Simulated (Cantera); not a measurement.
Input: 1 mol Si₃N₄, a varied amount of H₂O, held at 800 K and 0.0133 bar.

Cantera equilibrium calculation (NASA polynomials, part measured and part estimated; ideal gas, pure solids and liquids). Candidate condensed phases: H₂O, Si, SiO₂, Si₂N₂O, Si₃N₄; 35 gas species. Equilibrium is a limit: real reactors are often held back by kinetics, nucleation or transport.

At 2.6 mol H₂O, list the 3 most abundant gas species with their mole fractions, and the condensed phases.

H₂ 0.750, N₂ 0.250, NH₃ 1.29e-5. Condensed: SiO₂(α-quartz) + Si₂N₂O(s).
